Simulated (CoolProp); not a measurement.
The fluid at 357.55 K and 1.51 MPa is compressed adiabatically to 8.85 MPa with isentropic efficiency 0.9. The same conditions are run with several fluids, on thermodynamics alone (safety and materials aside).

The numbers come from the reference Helmholtz-energy equation of state of each fluid (carbonyl sulfide: Lemmon 2006; R407C: Lemmon 2003; R152A: Outcalt 1996; hydrogen sulfide: Lemmon 2006; C3F8 (R218): Lemmon 2006) in CoolProp. Blends and air are pseudo-pure fits.

| fluid | work (kJ/kg) | final temperature (K) | final phase | final density (kg/m³) |
|---|---|---|---|---|
| carbonyl sulfide | 100 | 523.6 | supercritical | 146 |
| R407C | 59.8 | 457.7 | supercritical | 278 |
| R152A | ? | ? | supercritical | 244 |
| hydrogen sulfide | 198 | ? | gas | 69.3 |
| C3F8 (R218) | 21.8 | 419.7 | supercritical | ? |

Question: What belongs in the gaps?

Answer: 
- R152A, work (kJ/kg): 70.5
- R152A, final temperature (K): 467.3
- hydrogen sulfide, final temperature (K): 565.2
- C3F8 (R218), final density (kg/m³): 761
